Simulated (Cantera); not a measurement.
A perfectly stirred reactor is fed with H2 : O2 = 0.098 : 1 (molar parts), at 14.3 Torr; it is held at 1325 K, and followed from long to short residence time.

Detailed kinetics in Cantera: GRI-Mech 3.0 (53 species, 325 reactions). Radical loss at walls, strong at low pressure, is not modelled. The temperature is held fixed by assumption; the heat of reaction is taken as removed at once.

Question: Predict: x(H2) at τ = 21.0 s; x(O2) at τ = 21.0 s; x(H2O2) at τ = 21.0 s; x(O) at τ = 21.0 s; x(H) at τ = 21.0 s; x(H2) at τ = 0.270 s; x(O2) at τ = 0.270 s; x(H2O2) at τ = 0.270 s; x(O) at τ = 0.270 s; x(H) at τ = 0.270 s.

Answer: 
| Property | Result |
|---|---|
| x(H2) at τ = 21.0 s | 2.97e-5 |
| x(O2) at τ = 21.0 s | 0.906 |
| x(H2O2) at τ = 21.0 s | 3.15e-8 |
| x(O) at τ = 21.0 s | 0.000399 |
| x(H) at τ = 21.0 s | 1.11e-5 |
| x(H2) at τ = 0.270 s | 0.000471 |
| x(O2) at τ = 0.270 s | 0.898 |
| x(H2O2) at τ = 0.270 s | 1.20e-7 |
| x(O) at τ = 0.270 s | 0.00693 |
| x(H) at τ = 0.270 s | 0.000811 |
